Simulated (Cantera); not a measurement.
## Stirred combustor or abatement burner

A perfectly stirred reactor is fed with CH4 : O2 : N2 = 1 : 1.67 : 4.5 (molar parts), equivalence ratio 1.2, at 5.00 bar; it is adiabatic with a 500 K inlet, and is followed from long to short residence time, starting on the burning branch (τ in s: 0.1, 0.031, 0.0099, 0.0031, 0.00097, 0.00031, 9.6e-05, 3e-05, 9.5e-06).

Detailed kinetics in Cantera: GRI-Mech 3.0 (53 species, 325 reactions).

| τ (s) | T (K) | x CH4 | x O2 | x OH | x C2H6 | x HO2 |
|---|---|---|---|---|---|---|
| 0.10 | 2561 | 8.14e-7 | 0.000749 | 0.00435 | <1e-12 | 5.57e-7 |
| 0.031 | 2560 | 2.55e-6 | 0.000791 | 0.00443 | 1.69e-12 | 5.87e-7 |
| 0.0099 | 2557 | 7.38e-6 | 0.000911 | 0.00463 | 1.44e-11 | 6.72e-7 |
| 0.0031 | 2548 | 1.98e-5 | 0.00123 | 0.00511 | 1.07e-10 | 9.07e-7 |
| 0.00097 | 2528 | 4.77e-5 | 0.00198 | 0.00603 | 6.34e-10 | 1.48e-6 |
| 0.00031 | 2492 | 0.000107 | 0.00344 | 0.00732 | 3.20e-9 | 2.71e-6 |
| 9.6e-5 | 2434 | 0.000257 | 0.00620 | 0.00868 | 1.80e-8 | 5.33e-6 |
| 3.0e-5 | 2351 | 0.000724 | 0.0115 | 0.00912 | 1.47e-7 | 1.14e-5 |
| 9.5e-6 | 500 | 0.139 | 0.233 | <1e-12 | <1e-12 | <1e-12 |
x: mole fraction; the columns are a selection and need not sum to one.
